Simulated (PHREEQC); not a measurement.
A column of 0.1 m (40 cells, dispersivity 0.0035 m, 300 s a shift, diffusion coefficient 3e-10 m²/s) holds 0.0025 eq of the database's cation exchanger X per kg of pore water, first in equilibrium with 8.7e-05 mol PbCl2, 0.058 mol SrCl2 and 1e-05 mol HCl per kg of water. It is flushed with 0.0074 mol KCl, 9.9e-05 mol PbCl2 and 1e-05 mol HCl per kg of water, at 40 °C. Values are for the last cell. CO2 from the air is kept out. No solid was allowed to form.

The numbers come from PHREEQC with the ion-association model, phreeqc.dat.

Question: Predict K in solution (mol/kgw), Sr in solution (mol/kgw), Cl in solution (mol/kgw) at pore volumes = 0.6125, 0.9125, 1.012.

Answer: 
| pore volumes | K in solution (mol/kgw) | Sr in solution (mol/kgw) | Cl in solution (mol/kgw) |
|---|---|---|---|
| 0.6125 | 0.000254 | 0.0557 | 0.112 |
| 0.9125 | 0.00270 | 0.0341 | 0.0711 |
| 1.012 | 0.00371 | 0.0252 | 0.0542 |

Away from 25 °C the constants follow the database's enthalpies or fits; those with neither stay at their 25 °C values.
